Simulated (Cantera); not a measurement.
Boron, boron nitride and boron oxide: borazine + H₂O + N₂ + H₂

Feed: 1 mol borazine, 16 mol H₂O, 21 mol N₂, 4.8 mol H₂, equilibrated at 1550 °C.

Equilibrium computed with Cantera from the NASA thermochemical tables; the gas is ideal and each condensed phase is pure. Candidate condensed phases: B, BN, B₂O₃, B₃O₃H₃, H₂O; 39 gas species. The feed counts by its element totals alone. Kinetics and transport are ignored.

```json
[
 {"P (Pa)": "10", "x N₂": "0.465", "x H₂": "0.244", "x H₂O": "0.207", "x HBO₂": "0.0585", "x H": "0.0214", "x B₂O₃": "0.00127"},
 {"P (Pa)": "63", "x N₂": "0.468", "x H₂": "0.252", "x H₂O": "0.209", "x HBO₂": "0.0594", "x H": "0.00867", "x B₂O₃": "0.00130"},
 {"P (Pa)": "400", "x N₂": "0.470", "x H₂": "0.255", "x H₂O": "0.210", "x HBO₂": "0.0597", "x H": "0.00346", "x B₂O₃": "0.00131"},
 {"P (Pa)": "2500", "x N₂": "0.470", "x H₂": "0.256", "x H₂O": "0.210", "x HBO₂": "0.0598", "x H": "0.00139", "x B₂O₃": "0.00131"},
 {"P (Pa)": "16000", "x N₂": "0.471", "x H₂": "0.257", "x H₂O": "0.211", "x HBO₂": "0.0599", "x H": "0.000550", "x B₂O₃": "0.00131"},
 {"P (Pa)": "100000", "x N₂": "0.471", "x H₂": "0.257", "x H₂O": "0.211", "x HBO₂": "0.0598", "x H": "0.000220", "x B₂O₃": "0.00131"}
]
```
x: gas mole fraction; nothing condenses.

From 10.0 Pa to 1.00 bar nothing is condensed. The main B-bearing gas is HBO₂ throughout.
